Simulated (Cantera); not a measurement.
Input: 1 mol Fe(CO)5, a varied amount of H2, held at 0.300 bar.

These are equilibrium values from Cantera (NASA tables, ideal gas, pure condensed phases), not measurements of a reactor. Candidate condensed phases: C, C6H6, C7H8, C8H18, Fe, Fe(CO)5, FeO, Fe(OH)2, Fe(OH)3, Fe2O3, Fe3O4, H2O; 114 gas species. Iron dissolves carbon and melts from about 1420 K in contact with it, which pure phases cannot show. Condensed phases not in the tables: cementite and carbon dissolved in iron. The numbers say what is thermodynamically allowed, not how fast it happens.

Stable condensed phases, one row left out:

```
T in °C \ n(H2) in mol
         1.2 1.4 1.6 1.8 2.1 2.4 2.7 3.1 3.5 4.1 4.6 5.3   6
   1277    A   A   A   A   A   B   B   B   B   B   B   B   B
   1177    A   A   A   A   A   A   A   A   A   A   B   B   B
   1127    A   A   A   A   A   A   A   A   A   A   A   A   B
   1077    A   A   A   A   A   A   A   A   A   A   A   A   A
   1027    A   A   A   A   A   A   A   A   A   A   A   A   A
    977    A   A   A   A   A   A   A   A   A   A   A   A   A
    927    A   A   A   A   A   A   A   A   A   A   A   A   A
    877    A   A   A   A   A   A   A   A   A   A   A   A   A
    827    A   A   A   A   A   A   A   A   A   A   A   A   A
    777    A   A   A   A   A   A   A   A   A   A   A   A   A
    727    A   A   A   A   A   A   A   A   A   A   A   A   A
```

A: C + Fe; B: Fe.

Question: Give the row for 1227 °C.

Answer: 1.2: C + Fe; 1.4: C + Fe; 1.6: C + Fe; 1.8: C + Fe; 2.1: C + Fe; 2.4: C + Fe; 2.7: C + Fe; 3.1: C + Fe; 3.5: Fe; 4.1: Fe; 4.6: Fe; 5.3: Fe; 6: Fe.
